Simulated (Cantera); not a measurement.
A perfectly stirred reactor is fed with H2 : O2 : N2 = 0.56 : 1 : 1.8 (molar parts), equivalence ratio 0.28, at 11000 Pa; it is held at 848 K, and followed from long to short residence time.

Model: the H2/O2 subset of GRI-Mech 3.0, which has no nitrogen chemistry, integrated in Cantera. Radical loss at walls, strong at low pressure, is not modelled. Below about 950 K walls govern HO2 and H2O2 in real vessels. The temperature is held fixed by assumption; the heat of reaction is taken as removed at once.

Question: What does this change do: O2 1 to 0.23 parts?

Answer: 
```json
[
 {"quantity": "x(H2) at τ = 26.0 s", "before": "0.0260", "after": "0.0429"},
 {"quantity": "x(O2) at τ = 26.0 s", "before": "0.244", "after": "0.000344"},
 {"quantity": "x(H2O) at τ = 26.0 s", "before": "0.153", "after": "0.194"},
 {"quantity": "x(O) at τ = 26.0 s", "before": "3.50e-7", "after": "2.86e-7"},
 {"quantity": "x(H) at τ = 26.0 s", "before": "3.49e-7", "after": "0.000219"},
 {"quantity": "x(H2) at τ = 0.430 s", "before": "0.0269", "after": "0.0474"},
 {"quantity": "x(O2) at τ = 0.430 s", "before": "0.244", "after": "0.00296"},
 {"quantity": "x(H2O) at τ = 0.430 s", "before": "0.152", "after": "0.188"},
 {"quantity": "x(O) at τ = 0.430 s", "before": "1.80e-5", "after": "1.53e-5"},
 {"quantity": "x(H) at τ = 0.430 s", "before": "1.97e-5", "after": "0.00153"}
]
```

Question: What does this change do: pressure from 11000 Pa to 100000 Pa?

Answer: 
| quantity | before | after |
|---|---|---|
| x(H2) at τ = 26.0 s | 0.0260 | 0.0547 |
| x(O2) at τ = 26.0 s | 0.244 | 0.254 |
| x(H2O) at τ = 26.0 s | 0.153 | 0.122 |
| x(O) at τ = 26.0 s | 3.50e-7 | 3.84e-9 |
| x(H) at τ = 26.0 s | 3.49e-7 | 6.30e-9 |
| x(H2) at τ = 0.430 s | 0.0269 | 0.167 |
| x(O2) at τ = 0.430 s | 0.244 | 0.298 |
| x(H2O) at τ = 0.430 s | 0.152 | 9.42e-5 |
| x(O) at τ = 0.430 s | 1.80e-5 | 1.96e-10 |
| x(H) at τ = 0.430 s | 1.97e-5 | 7.17e-10 |
